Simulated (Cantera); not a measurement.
# Gas-phase reforming

An isothermal, constant-pressure homogeneous reactor starts with CH4 : H2O = 1 : 3.8 (molar parts), at 1873 K and 0.600 bar.

Cantera simulation using GRI-Mech 3.0 (53 species, 325 reactions); the numbers are that mechanism's predictions, not measurements.

```tsv
t (s)	x CH4	x H2O	x CO	x O	x CH2CO	x C2H4
0.000200	0.155	0.764	0.00126	9.49e-8	2.19e-5	0.00990
0.000829	0.0782	0.697	0.00626	4.95e-8	0.000144	0.00249
0.00344	0.0285	0.630	0.0196	4.30e-8	0.000159	0.000405
0.0143	0.0150	0.534	0.0516	4.05e-8	8.11e-5	0.000175
0.0591	0.00761	0.430	0.100	3.60e-8	1.53e-5	4.78e-5
0.245	0.000570	0.388	0.122	3.33e-8	1.43e-7	4.02e-7
1.02	1.64e-9	0.387	0.122	3.43e-8	<1e-12	<1e-12
4.21	1.14e-9	0.387	0.122	3.43e-8	<1e-12	<1e-12
17.5	1.14e-9	0.387	0.122	3.43e-8	<1e-12	<1e-12
72.4	1.14e-9	0.387	0.122	3.43e-8	<1e-12	<1e-12
300	1.14e-9	0.387	0.122	3.43e-8	<1e-12	<1e-12
```
x: mole fraction; the columns are a selection and need not sum to one.

Equilibrium at this temperature and pressure: CH4 1.38e-9, H2O 0.387, CO 0.122, O 3.43e-8, CH2CO <1e-12, C2H4 <1e-12 (gas phase only).
